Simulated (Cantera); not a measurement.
A closed system holds: 1 mol CO, 0.022 mol NH₃, 1.7 mol N₂, at 101000 Pa.

These are equilibrium values from Cantera (NASA tables, ideal gas, pure condensed phases), not measurements of a reactor. Candidate condensed phases: C, C₆H₆, C₇H₈, C₈H₁₈, H₂O; 169 gas species. Ions and electrons are included (thermal ionisation). Equilibrium is a limit: real reactors are often held back by kinetics, nucleation or transport.

Task: At 4250 K, list the 5 most abundant gas species with their mole fractions, and the condensed phases.

Result: N₂ 0.613, CO 0.358, H 0.0235, N 0.00326, O 0.000931. Condensed: gas only.
